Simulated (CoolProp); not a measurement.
Isobutane along the isobar 46.9 bar: fugacity coefficient from the reference equation and from simpler models built on Tc = 134.7 °C, pc = 36.29 bar, ω = 0.184; each cubic takes its own stable root.

Values from CoolProp's reference Helmholtz-energy equation of state, Bücker 2006.

```csv
T (°C),phase,reference
-43.05,liquid,0.006452
-21.65,liquid,0.01727
-0.35,liquid,0.03820
21.05,liquid,0.07344
42.35,liquid,0.1258
63.75,liquid,0.1971
85.05,liquid,0.2862
106.35,liquid,0.3903
```

Question: How far does each simpler model (van der Waals, Redlich-Kwong, Soave-Redlich-Kwong, Peng-Robinson) lie from the reference over these 8 states: mean and median of the absolute difference, and the worst?

Answer: 
- van der Waals: mean 250.2 %, median 139.0 %, worst +851.0 % at -43.05 °C and 46.9 bar
- Redlich-Kwong: mean 29.1 %, median 27.1 %, worst +56.4 % at -43.05 °C and 46.9 bar
- Soave-Redlich-Kwong: mean 2.0 %, median 2.3 %, worst +3.0 % at 85.05 °C and 46.9 bar
- Peng-Robinson: mean 1.1 %, median 1.1 %, worst -1.5 % at 106.35 °C and 46.9 bar
